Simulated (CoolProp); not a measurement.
Values from CoolProp's reference Helmholtz-energy equation of state, Span 2000.

Give the vapour pressure (MPa), enthalpy of vaporisation (kJ/kg), vapour Z, liquid viscosity (µPa s) of saturated nitrogen at -170.15, -154.55 °C.


```tsv
T (°C)	p (MPa)	enthalpy of vaporisation (kJ/kg)	vapour Z	liquid viscosity (µPa s)
-170.15	0.953	154	0.793	69.3
-154.55	2.34	99.8	0.591	41.0
```

Viscosity comes from a separate model (Lemmon 2004).
